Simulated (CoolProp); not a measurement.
Properties of dodecamethylpentasiloxane (MD3M) along the isobar 2.27 MPa (Tc = 628.0 K, pc = 0.9540 MPa, ω = 0.730).

Values from CoolProp's reference Helmholtz-energy equation of state, Thol 2019.

```
T (K)   phase       Z  cp (kJ/(kg K))  speed of sound (m/s)  isothermal compressibility (1/MPa)  fugacity coefficient
-----  ------  ------  --------------  --------------------  ----------------------------------  --------------------
420    liquid  0.3309           1.971                 621.8                            0.003908              0.005407
433.3  liquid  0.3265           1.998                 589.5                            0.004412              0.008565
446.7  liquid  0.3226           2.025                 557.7                            0.005007               0.01308
460    liquid  0.3193           2.052                 526.9                            0.005703               0.01923
473.3  liquid  0.3165           2.079                 496.7                            0.006529               0.02737
486.7  liquid  0.3143           2.106                 466.9                            0.007527               0.03794
500    liquid  0.3126           2.133                 437.9                            0.008728               0.05110
513.3  liquid  0.3115           2.160                 409.4                             0.01020               0.06718
526.7  liquid  0.3110           2.188                 381.2                             0.01203               0.08657
540    liquid  0.3112           2.216                 353.6                             0.01433                0.1091
553.3  liquid  0.3122           2.245                 326.5                             0.01728                0.1350
566.7  liquid  0.3140           2.275                 299.5                             0.02116                0.1645
580    liquid  0.3169           2.306                 273.0                             0.02631                0.1970
593.3  liquid  0.3210           2.339                 246.9                             0.03339                0.2324
606.7  liquid  0.3268           2.375                 221.0                             0.04348                0.2708
620    liquid  0.3345           2.413                 196.0                             0.05810                0.3111
```
